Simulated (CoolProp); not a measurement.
Vapour-liquid equilibrium of propane (1) + n-butane (2) at 0.302 bar; x and y are mole fractions of (1).

Computed with CoolProp (multi-fluid Helmholtz-energy mixture model, Lemmon 2009 and Bücker 2006; pair parameters Kunz 2012).

```json
[
 {"x": "0.05", "bubble temperature (°C)": "-33.0", "y at the bubble point": "0.234", "dew temperature at overall composition x (°C)": "-29.5", "liquid density (mol/L)": "11.01"},
 {"x": "0.125", "bubble temperature (°C)": "-38.6", "y at the bubble point": "0.471", "dew temperature at overall composition x (°C)": "-30.9", "liquid density (mol/L)": "11.25"},
 {"x": "0.2", "bubble temperature (°C)": "-43.2", "y at the bubble point": "0.623", "dew temperature at overall composition x (°C)": "?", "liquid density (mol/L)": "?"},
 {"x": "0.275", "bubble temperature (°C)": "-47.0", "y at the bubble point": "0.725", "dew temperature at overall composition x (°C)": "-33.9", "liquid density (mol/L)": "11.69"},
 {"x": "0.35", "bubble temperature (°C)": "?", "y at the bubble point": "0.797", "dew temperature at overall composition x (°C)": "-35.6", "liquid density (mol/L)": "11.90"},
 {"x": "0.425", "bubble temperature (°C)": "-53.0", "y at the bubble point": "0.848", "dew temperature at overall composition x (°C)": "-37.4", "liquid density (mol/L)": "12.12"},
 {"x": "0.5", "bubble temperature (°C)": "-55.5", "y at the bubble point": "0.887", "dew temperature at overall composition x (°C)": "-39.4", "liquid density (mol/L)": "12.33"},
 {"x": "0.575", "bubble temperature (°C)": "-57.6", "y at the bubble point": "0.916", "dew temperature at overall composition x (°C)": "-41.6", "liquid density (mol/L)": "12.54"},
 {"x": "0.65", "bubble temperature (°C)": "-59.5", "y at the bubble point": "0.939", "dew temperature at overall composition x (°C)": "-44.1", "liquid density (mol/L)": "12.75"},
 {"x": "0.725", "bubble temperature (°C)": "-61.2", "y at the bubble point": "0.957", "dew temperature at overall composition x (°C)": "-47.0", "liquid density (mol/L)": "12.97"},
 {"x": "0.8", "bubble temperature (°C)": "?", "y at the bubble point": "0.972", "dew temperature at overall composition x (°C)": "-50.4", "liquid density (mol/L)": "13.18"},
 {"x": "0.875", "bubble temperature (°C)": "?", "y at the bubble point": "0.984", "dew temperature at overall composition x (°C)": "-54.7", "liquid density (mol/L)": "13.41"},
 {"x": "0.95", "bubble temperature (°C)": "-65.5", "y at the bubble point": "0.994", "dew temperature at overall composition x (°C)": "-60.5", "liquid density (mol/L)": "13.63"}
]
```

Problem. Some entries are withheld; supply them.

Solution. 
- 0.2, dew temperature at overall composition x (°C): -32.3
- 0.2, liquid density (mol/L): 11.47
- 0.35, bubble temperature (°C): -50.2
- 0.8, bubble temperature (°C): -62.8
- 0.875, bubble temperature (°C): -64.2

No azeotrope shows between x = 0.05 and 0.95.

Pair parameters are fitted to limited data, so mixtures are less certain than the pure fluids.
